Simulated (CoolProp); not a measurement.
Computed with CoolProp (reference Helmholtz-energy equation of state, Lemmon 2006). It is a short technical equation, of lower accuracy than the large ones.

Give the vapour pressure (kPa), liquid density (kg/m³), vapour density (kg/m³), surface tension (mN/m) of saturated R142b at 241.4, 244.3, 250.1 K.


```csv
T (K),p (kPa),liquid density (kg/m³),vapour density (kg/m³),surface tension (mN/m)
241.4,36.6,1240,1.87,19.0
244.3,42.2,1240,2.14,18.6
250.1,55.5,1220,2.76,17.8
```

Surface tension comes from a separate correlation (Mulero 2012).
